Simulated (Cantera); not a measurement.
Input: 1 mol C2H5OH, a varied amount of O2, 0.74 mol H2, held at 925 K and 133 Pa.

These are equilibrium values from Cantera (NASA tables, ideal gas, pure condensed phases), not measurements of a reactor. Candidate condensed phases: C, C6H6, C7H8, C8H18, H2O; 110 gas species. Equilibrium is a limit: real reactors are often held back by kinetics, nucleation or transport.

**Question.** What share of the C ends up in condensed phases as a function of n(O2) (mol), at 0.1, 0.25, 0.41, 0.56, 0.72, 0.87, 1?

**Answer.** 
```json
[
 {"n(O2) (mol)": "0.1", "C condensed (%)": "40.1", "as": "C(graphite)"},
 {"n(O2) (mol)": "0.25", "C condensed (%)": "25.2", "as": "C(graphite)"},
 {"n(O2) (mol)": "0.41", "C condensed (%)": "9.2", "as": "C(graphite)"},
 {"n(O2) (mol)": "0.56", "C condensed (%)": "0.0", "as": "-"},
 {"n(O2) (mol)": "0.72", "C condensed (%)": "0.0", "as": "-"},
 {"n(O2) (mol)": "0.87", "C condensed (%)": "0.0", "as": "-"},
 {"n(O2) (mol)": "1", "C condensed (%)": "0.0", "as": "-"}
]
```
